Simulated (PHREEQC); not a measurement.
Consider water at 25 °C with 0.0022 mol ZnSO4, 0.023 mol CuCl2, 4.1e-05 mol HCl and 9.9e-05 mol NaCl per kg of water. Closed to the air; pH follows from the charge balance.

The numbers come from PHREEQC with the ion-association model, wateq4f.dat.

Each row changes one thing in this solution. No solid was allowed to form.

| case | pH | ionic strength (mol/kgw) | Cu+2 (mol/kgw) | CuCl+ (mol/kgw) | CuCl2 (mol/kgw) | Cu2(OH)2+2 (mol/kgw) | SI of Atacamite (Cu2(OH)3Cl) |
|---|---|---|---|---|---|---|---|
| as made | 4.37 | 0.0714 | 0.0209 | 0.00111 | 1.64e-5 | 4.89e-6 | +0.24 |
| 0.00059 mol/kgw H3PO4 added | 3.32 | 0.0720 | 0.0210 | 0.00111 | 1.64e-5 | 3.92e-8 | -2.91 |
| temperature from 25 to 90 °C | 3.96 | ___ | ___ | ___ | 0.000171 | 6.35e-5 | +0.98 |
| NaCl from 9.9e-05 to 0.000198 mol/kgw | 4.37 | 0.0715 | 0.0209 | 0.00111 | 1.65e-5 | 4.89e-6 | +0.24 |
| ZnSO4 replaced by CdSO4 at the same molality | 4.37 | 0.0688 | 0.0209 | 0.00108 | 1.56e-5 | 4.92e-6 | +0.23 |
| temperature from 25 to 85 °C | 3.98 | 0.0578 | 0.0146 | ___ | 0.000154 | 5.62e-5 | +0.96 |

Question: Complete the blanks.

Answer: 
- temperature from 25 to 90 °C, ionic strength (mol/kgw): 0.0563
- temperature from 25 to 90 °C, Cu+2 (mol/kgw): 0.0139
- temperature from 25 to 90 °C, CuCl+ (mol/kgw): 0.00797
- temperature from 25 to 85 °C, CuCl+ (mol/kgw): 0.00726

Complexes and solids missing from the database can't appear. Some of these states are supersaturated (in Atacamite, Tenorite (slow to form), for instance). H3PO4, which wateq4f.dat lacks, is added to it with the constant of phreeqc.dat. At this temperature some constants are extrapolated from 25 °C, and those without enthalpy data are left unchanged. The database has no phosphate complexes of Cu, Zn.
